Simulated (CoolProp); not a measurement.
The numbers come from the reference Helmholtz-energy equation of state, Gao 2016 in CoolProp.

Problem. For sulfur dioxide, give the phase and the cp (kJ/(kg K)), cv (kJ/(kg K)), speed of sound (m/s) at 408.3 K and 0.483 MPa; 431.6 K and 0.483 MPa.

Solution. 
- 408.3 K and 0.483 MPa: gas; cp 0.714, cv 0.566, speed of sound 252
- 431.6 K and 0.483 MPa: gas; cp 0.718, cv 0.574, speed of sound 259
